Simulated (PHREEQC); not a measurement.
## Buffer: speciation

Make-up at 60 °C and 10 atm: 0.0057 mol NaHCO3, 0.0076 mol KOH and 0.17 mol LiCl per kg of water. Closed to the air; pH follows from the charge balance.

Equilibrium calculation in PHREEQC: ion-association model, phreeqc.dat.

No solid was allowed to form.

Task: What pH, density does the model give?

Result: pH 10.33; density 0.989 g/cm³.

Task: In which forms is C present?

Result: CO3-2 72 %, HCO3- 19 %, NaCO3- 9.8 % of the C.

At this temperature some constants are extrapolated from 25 °C, and those without enthalpy data are left unchanged.
